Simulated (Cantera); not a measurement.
A Cantera script and what it prints.

```python
import numpy as np
import cantera as ct

gas_names = """
    H HO2 H2 H2O H2O2 O OH O2 O3 V VO VO2
""".split()
cond_names = """
    H2O(s) H2O(L) V(cr) V(L) VO(s) VO(L) V2O3(s) V2O3(L) V2O4(I) V2O4(II) V2O4(L) V2O5(s) V2O5(L)
""".split()


# ... load() reads the species with a 1 bar reference pressure and builds the phases ...
atoms = {
    'V2O3': {'V': 2, 'O': 3},
    'H2': {'H': 2},
    'H2O': {'H': 2, 'O': 1},
}
top_T = {}  # K; cautious upper limits of use, not melting points


# ... equilibrate(T, P, feed) seeds the gas with the atoms and calls Mixture.equilibrate('TP', solver="vcs", rtol=1e-11, max_steps=5000) ...
results = []
feed = {'V2O3': 1, 'H2': 2.4, 'H2O': 0.058}  # mol
T = 1900  # K
for P in [10, 52, 270, 1400, 7200, 37000, 190000, 1000000]:
    mix = equilibrate(T, P, feed)
    results.append((T, P, feed, dict(zip(mix.species_names, mix.species_moles))))
    x = sorted(zip(gas.X, gas.species_names), reverse=True)
    print(f"T = {T:g} K  P = {P:g} Pa  gas = {mix.phase_moles(0):.4g} mol")
    print("   x: " + "  ".join(f"{s} {v:.3e}" for v, s in x if v > 0.001))
    print("   condensed (mol): " + ("  ".join(f"{mix.phase(i).name} {mix.phase_moles(i):.4g}"
          for i in range(1, mix.n_phases) if mix.phase_moles(i) > 1e-12) or "none"))
```

Result:

```
T = 1900 K  P = 10 Pa  gas = 2.635 mol
   x: H2 8.773e-01  H 7.433e-02  VO2 2.594e-02  H2O 1.848e-02  VO 3.790e-03
   condensed (mol): VO(s) 0.04011  V2O3(s) 0.9407
T = 1900 K  P = 52 Pa  gas = 2.515 mol
   x: H2 9.396e-01  H 3.373e-02  H2O 2.081e-02  VO2 5.114e-03
   condensed (mol): V2O3(s) 0.9927
T = 1900 K  P = 270 Pa  gas = 2.479 mol
   x: H2 9.609e-01  H2O 2.292e-02  H 1.497e-02  VO2 1.022e-03
   condensed (mol): V2O3(s) 0.9986
T = 1900 K  P = 1400 Pa  gas = 2.467 mol
   x: H2 9.697e-01  H2O 2.341e-02  H 6.605e-03
   condensed (mol): V2O3(s) 0.9997
T = 1900 K  P = 7200 Pa  gas = 2.462 mol
   x: H2 9.735e-01  H2O 2.354e-02  H 2.918e-03
   condensed (mol): V2O3(s) 0.9999
T = 1900 K  P = 37000 Pa  gas = 2.46 mol
   x: H2 9.751e-01  H2O 2.358e-02  H 1.288e-03
   condensed (mol): V2O3(s) 1
T = 1900 K  P = 190000 Pa  gas = 2.459 mol
   x: H2 9.758e-01  H2O 2.359e-02
   condensed (mol): V2O3(s) 1
T = 1900 K  P = 1e+06 Pa  gas = 2.458 mol
   x: H2 9.762e-01  H2O 2.359e-02
   condensed (mol): V2O3(s) 1
```

These are equilibrium values from Cantera (NASA tables, ideal gas, pure condensed phases), not measurements of a reactor. Mutual solubility and eutectic melting of coexisting phases are not modelled. VO: taken at fixed stoichiometry. Condensed phases not in the tables: the oxides between V2O3 and V2O5 other than VO2.
